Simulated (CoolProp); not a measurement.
Computed with CoolProp (reference Helmholtz-energy equation of state, Beckmüller 2019).

Problem. Give the vapour pressure (kPa), enthalpy of vaporisation (kJ/kg), vapour Z, liquid viscosity (µPa s) of saturated n-octane at 89.95, 106.35, 286.65 °C.

Solution. 
```
T (°C)  p (kPa)  enthalpy of vaporisation (kJ/kg)  vapour Z  liquid viscosity (µPa s)
------  -------  --------------------------------  --------  ------------------------
89.95      33.4                               325     0.974                       267
106.35     57.4                               314     0.962                       233
286.65     2190                              94.5     0.450                      46.5
```

Viscosity comes from a separate model (Huber 2004).
